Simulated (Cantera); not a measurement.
An isothermal, constant-pressure homogeneous reactor starts with CO : O₂ : H₂O : N₂ = 0.018 : 0.0024 : 0.0024 : 1 (molar parts), at 1223 K and 2.76 atm.

Model: GRI-Mech 3.0 (53 species, 325 reactions), integrated in Cantera.

Question: Predict: x(CO) at 2.00 s; x(H₂O) at 2.00 s; x(NO) at 2.00 s; x(CO₂) at 2.00 s; x(H) at 2.00 s.

Answer: 
```
Property                                            Result
----------------  ----------------------------------------
x(CO) at 2.00 s      0.0117 (gas-phase equilibrium 0.0116)
x(H₂O) at 2.00 s   0.00111 (gas-phase equilibrium 0.00102)
x(NO) at 2.00 s   1.42e-7 (gas-phase equilibrium 5.28e-12)
x(CO₂) at 2.00 s   0.00594 (gas-phase equilibrium 0.00604)
x(H) at 2.00 s     1.79e-7 (gas-phase equilibrium 6.61e-9)
```
